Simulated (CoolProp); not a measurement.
n-undecane at several states: density (kg/m³) from the reference equation and from simpler models built on Tc = 365.7 °C, pc = 19.90 bar, ω = 0.539; each cubic takes its own stable root.

The numbers come from the reference Helmholtz-energy equation of state, Aleksandrov 2011 in CoolProp. It is a short technical equation, of lower accuracy than the large ones.

| T (°C) | p (bar) | phase | reference |
|---|---|---|---|
| 177.05 | 118 | liquid | 637.7 |
| -12.05 | 38.9 | liquid | 767.3 |
| 289.55 | 0.113 | gas | 0.3789 |

Question: How far does each simpler model (van der Waals, Redlich-Kwong, Soave-Redlich-Kwong) lie from the reference over these 3 states: mean and median of the absolute difference, and the worst?

Answer: 
- van der Waals: mean 29.2 %, median 40.7 %, worst -46.7 % at -12.05 °C and 38.9 bar
- Redlich-Kwong: mean 12.8 %, median 17.1 %, worst -21.3 % at -12.05 °C and 38.9 bar
- Soave-Redlich-Kwong: mean 10.7 %, median 13.4 %, worst -18.8 % at -12.05 °C and 38.9 bar
